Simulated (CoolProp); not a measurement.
n-perfluorobutane at several states: fugacity coefficient from the reference equation and from simpler models built on Tc = 113.2 °C, pc = 2322 kPa, ω = 0.372; each cubic takes its own stable root.

Values from CoolProp's reference Helmholtz-energy equation of state, Gao 2022.

| T (°C) | p (kPa) | phase | reference | Redlich-Kwong | Peng-Robinson |
|---|---|---|---|---|---|
| -88.65 | 722 | liquid | 0.0005155 | (withheld) | (withheld) |
| -37.75 | 48.3 | liquid | (withheld) | 0.9723 | 0.3874 |
| 128.65 | 40.4 | gas | 0.9951 | 0.9947 | 0.9942 |
| 97.25 | 473 | gas | (withheld) | 0.9226 | 0.9131 |
| -104.15 | 32.4 | liquid | 0.001767 | 0.02067 | 0.002516 |
| 11.65 | 7420 | liquid | (withheld) | 0.06175 | (withheld) |

Problem. What belongs in the gaps?

Solution. 
- -88.65, Redlich-Kwong: 0.003999
- -88.65, Peng-Robinson: 0.0006427
- -37.75, reference: 0.3751
- 97.25, reference: 0.9246
- 11.65, reference: 0.03411
- 11.65, Peng-Robinson: 0.03273

At some of these states Redlich-Kwong gives the other phase, because its saturation line lies elsewhere.
